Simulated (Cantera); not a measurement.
A closed system holds: 1 mol LiOH, 0.069 mol H₂O, 4.1 mol O₂, at 1650 K and 0.510 bar.

Cantera equilibrium calculation (NASA polynomials, part measured and part estimated; ideal gas, pure solids and liquids). Candidate condensed phases: H₂O, Li, LiH, LiOH, Li₂O; 17 gas species. The numbers say what is thermodynamically allowed, not how fast it happens.

Base state: O₂ 0.857, H₂O 0.0947, LiOH 0.0476, OH 0.000420, Li₂(OH)₂ 0.000241, Li₂O 7.49e-5, O 3.36e-5, Li₂O₂ 2.39e-5 (mole fractions); condensed: Li₂O(s).

Problem. What changes in the equilibrium state with this change: temperature from 1650 K to 1025 K?

Solution. 
```json
[
 {"species": "O₂", "before": "0.857", "after": "0.878"},
 {"species": "H₂O", "before": "0.0947", "after": "0.122"},
 {"species": "LiOH", "before": "0.0476", "after": "1.85e-5"},
 {"species": "Li₂O", "before": "7.49e-5", "after": "<1e-9"},
 {"species": "O", "before": "3.36e-5", "after": "<1e-9"},
 {"species": "Li₂O₂", "before": "2.39e-5", "after": "<1e-9"},
 {"species": "LiO", "before": "1.03e-5", "after": "<1e-9"},
 {"species": "OH", "before": "0.000420", "after": "3.46e-7"},
 {"species": "Li₂O(s), mol", "before": "0.384", "after": "0.500"}
]
```
Condensed phases not in the tables: the peroxide.
